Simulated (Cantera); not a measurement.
# Silicon epitaxy and polysilicon growth: Si₃H₈ + Cl₂ + N₂

Feed: 1 mol Si₃H₈, 0.026 mol Cl₂, a varied amount of N₂, equilibrated at 133 Pa.

Method: chemical equilibrium by Gibbs-energy minimisation in Cantera with the NASA 1993 tables (ideal gas, pure condensed phases). Candidate condensed phases: NH₄Cl, Si, Si₃N₄; 28 gas species. The feed counts by its element totals alone. N₂ is the only nitrogen source here; it is nearly inert below about 1500 K, so the nitride shown seldom forms there in practice. Mutual solubility and eutectic melting of coexisting phases are not modelled. The tables' values for SiCl₃ are old estimates. Rates play no part.

Stable condensed phases:

```
T in K \ n(N₂) in mol
         5.7 8.8  14  21  33  51  79 120 190 290
   1725    A   A   A   A   A   A   A   A   A   A
   1675    A   A   B   C   C   C   C   C   C   C
   1625    C   C   C   C   C   C   C   C   C   C
   1575    C   C   C   C   C   C   C   C   C   C
   1525    C   C   C   C   C   C   C   C   C   C
   1475    C   C   C   C   C   C   C   C   C   C
   1425    C   C   C   C   C   C   C   C   C   C
   1375    C   C   C   C   C   C   C   C   C   C
   1325    C   C   C   C   C   C   C   C   C   C
   1275    C   C   C   C   C   C   C   C   C   C
```

A: Si; B: Si + Si₃N₄; C: Si₃N₄.
